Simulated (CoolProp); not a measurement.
R245fa at 275.66 K and 0.469 MPa flows at 7.1 m/s in a round tube of 6 mm bore and 45 µm roughness, fully developed (64/Re and Nu = 3.66 if laminar; Colebrook and Gnielinski if turbulent). Each further row changes one setting.

Computed with CoolProp (reference Helmholtz-energy equation of state, Akasaka 2015).

```
case               Reynolds number  Darcy friction factor  pressure drop (Pa/m)  heat-transfer coefficient (W/(m² K))  mass flow (kg/h)
-----------------  ---------------  ---------------------  --------------------  ------------------------------------  ----------------
as stated                   114000                 0.0351                206000                                 17400              1010
velocity 14.2 m/s           228000                 0.0348                818000                                 34800              2020
diameter 12 mm              228000                 0.0284                 83400                                 15200              4040
```

Viscosity comes from a separate model (Bell 2016), an estimate that may be off by 10 % or more. Thermal conductivity comes from a separate model (Huber 2003), an estimate that may be off by 10 % or more.
